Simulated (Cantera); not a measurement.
**Ignition delay**

Mixture: 6.17 % CH₄, 17.4 % O₂, 65.4 % N₂, 11.1 % CO₂, at 1000000 Pa, adiabatic and at constant pressure. Ignition delay is the time to a rise of 400 K.

Detailed kinetics in Cantera: GRI-Mech 3.0 (53 species, 325 reactions).

```json
[
 {"T0 (K)": "1275", "delay (ms)": "1.94"},
 {"T0 (K)": "1350", "delay (ms)": "0.862"},
 {"T0 (K)": "1425", "delay (ms)": "0.403"},
 {"T0 (K)": "1500", "delay (ms)": "0.197"},
 {"T0 (K)": "1575", "delay (ms)": "0.101"},
 {"T0 (K)": "1650", "delay (ms)": "0.0538"},
 {"T0 (K)": "1725", "delay (ms)": "0.0302"},
 {"T0 (K)": "1800", "delay (ms)": "0.0178"},
 {"T0 (K)": "1875", "delay (ms)": "0.0111"},
 {"T0 (K)": "1950", "delay (ms)": "0.00719"}
]
```

| Item | Value |
|---|---|
| apparent activation energy between 1800 and 1950 K | 180 kJ/mol |
